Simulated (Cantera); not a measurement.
Premixed flame

A freely propagating, adiabatic, planar premixed flame of CH₄ : C₂H₆ : O₂ : N₂ = 1 : 0.34 : 3.54 : 11 (molar parts), unburnt at 550 K and 100.0 Torr; mixture-averaged transport, grid criteria slope 0.08 and curve 0.16, no radiation.

Cantera simulation using GRI-Mech 3.0 (53 species, 325 reactions); the numbers are that mechanism's predictions, not measurements. Burning velocities carry a grid error of a few per cent, more on coarse grids.

```
z (mm)  T (K)  u (m/s)    x CH₄    x C₂H₆    x O₂      x CO     x HO₂     x NO
------  -----  -------  -------  --------  ------  --------  --------  -------
-5.11     550     1.81   0.0629    0.0214   0.223   1.14e-6   2.90e-7    <1e-8
-3.41     551     1.82   0.0628    0.0214   0.222   1.70e-5   3.70e-6    <1e-8
-2.55     555     1.83   0.0625    0.0213   0.222  0.000100   1.58e-5    <1e-8
-1.70     592     1.97   0.0607    0.0209   0.218   0.00111   5.34e-5  5.13e-8
-0.852    936     3.18   0.0474    0.0162   0.189    0.0142   8.28e-5  7.25e-7
-0.426   1348     4.67   0.0288   0.00679   0.148    0.0360  0.000210  2.01e-6
0        1736     6.10  0.00895  0.000499  0.0978    0.0596  0.000181  4.58e-6
0.426    1902     6.71  0.00117   3.91e-6  0.0661    0.0637   3.01e-5  7.95e-6
0.852    1938     6.83  8.38e-5     <1e-8  0.0526    0.0562   3.78e-6  1.03e-5
1.70     1959     6.88  3.49e-7     <1e-8  0.0448    0.0441   1.79e-6  1.26e-5
3.41     1983     6.93    <1e-8     <1e-8  0.0418    0.0359   1.64e-6  1.53e-5
6.81     2014     7.02    <1e-8     <1e-8  0.0404    0.0334   1.53e-6  2.09e-5
13.6     2062     7.16    <1e-8     <1e-8  0.0392    0.0321   1.39e-6  3.32e-5
```
x: mole fraction of selected species; z is measured from the peak of heat release.

```json
{
 "laminar_burning_velocity": "181 cm/s",
 "thermal_thickness": "1.70 mm",
 "peak x(CO)": "0.0645",
 "peak x(HO₂)": "0.000246",
 "grid_points": "162"
}
```
